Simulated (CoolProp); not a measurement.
The numbers come from the reference Helmholtz-energy equation of state, Thol 2021 in CoolProp.

**Question.** For chlorine, give the phase and the density (kg/m³), cp (kJ/(kg K)), cv (kJ/(kg K)), expansivity (1/kK) at 381.2 K and 9.23 MPa.

**Answer.** 
- 381.2 K and 9.23 MPa: liquid; density 1130, cp 1.17, cv 0.487, expansivity 4.10
